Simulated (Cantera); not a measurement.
# NO annealing gas

An isothermal, constant-pressure homogeneous reactor starts with NO : N₂ = 1 : 0.14 (molar parts), at 1500 K and 1.00 atm.

Computed with Cantera and GRI-Mech 3.0 (53 species, 325 reactions).

```tsv
t (s)	x NO	x N₂	x N₂O	x O	x O₂	x NO₂
4.00e-6	0.877	0.123	2.87e-8	1.96e-8	2.42e-12	9.07e-9
3.16e-5	0.877	0.123	2.26e-7	3.51e-8	5.39e-11	1.91e-7
0.000249	0.877	0.123	1.78e-6	3.60e-8	7.35e-10	1.75e-6
0.00196	0.877	0.123	1.37e-5	4.25e-8	2.35e-8	1.44e-5
0.0155	0.877	0.123	9.03e-5	9.51e-8	2.51e-6	0.000127
0.122	0.875	0.123	0.000250	3.00e-7	0.000417	0.000665
0.964	0.863	0.129	0.000251	4.42e-7	0.00617	0.00102
7.61	0.779	0.171	0.000203	9.38e-7	0.0474	0.00204
60.0	0.440	0.341	6.39e-5	1.91e-6	0.217	0.00240
```
x: mole fraction; the columns are a selection and need not sum to one.

Equilibrium at this temperature and pressure: NO 0.00150, N₂ 0.561, N₂O 7.80e-8, O 2.68e-6, O₂ 0.438, NO₂ 1.16e-5 (gas phase only).
